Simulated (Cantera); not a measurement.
An adiabatic, constant-volume homogeneous reactor starts with CH4 : C2H6 : O2 : N2 = 1 : 0.065 : 1.49 : 5.58 (molar parts), equivalence ratio 1.5, at 1750 K and 11.0 bar. Integrator tolerance rtol = 1e-08.

Detailed kinetics in Cantera: GRI-Mech 3.0 (53 species, 325 reactions). Above 3000 K some thermodynamic fits are extrapolated.

**Question.** What does this change do: O2 1.49 to 1 parts?

**Answer.** 
| quantity | before | after |
|---|---|---|
| time of steepest temperature rise | 10.3 µs | 16.6 µs |
| temperature at 6.00 s | 3221 K | 2741 K |
| equilibrium temperature | 3221 K | 2741 K |
| x(CH4) at 6.00 s | 4.20e-11 (gas-phase equilibrium 4.87e-11) | 2.71e-9 (gas-phase equilibrium 3.02e-9) |
| x(C2H6) at 6.00 s | <1e-12 (gas-phase equilibrium <1e-12) | <1e-12 (gas-phase equilibrium <1e-12) |
| x(O2) at 6.00 s | 0.00160 (gas-phase equilibrium 0.00160) | 4.68e-6 (gas-phase equilibrium 4.68e-6) |
| x(H2O) at 6.00 s | 0.153 (gas-phase equilibrium 0.153) | 0.0868 (gas-phase equilibrium 0.0868) |
| x(O) at 6.00 s | 0.00194 (gas-phase equilibrium 0.00194) | 2.08e-5 (gas-phase equilibrium 2.08e-5) |

**Question.** What does this change do: initial temperature 1750 to 1525 K?

**Answer.** 
```tsv
quantity	before	after
time of steepest temperature rise	10.3 µs	60.0 µs
temperature at 6.00 s	3221 K	3115 K
equilibrium temperature	3221 K	3115 K
x(CH4) at 6.00 s	4.20e-11 (gas-phase equilibrium 4.87e-11)	5.95e-11 (gas-phase equilibrium 6.82e-11)
x(C2H6) at 6.00 s	<1e-12 (gas-phase equilibrium <1e-12)	<1e-12 (gas-phase equilibrium <1e-12)
x(O2) at 6.00 s	0.00160 (gas-phase equilibrium 0.00160)	0.000870 (gas-phase equilibrium 0.000870)
x(H2O) at 6.00 s	0.153 (gas-phase equilibrium 0.153)	0.161 (gas-phase equilibrium 0.161)
x(O) at 6.00 s	0.00194 (gas-phase equilibrium 0.00194)	0.000983 (gas-phase equilibrium 0.000983)
```
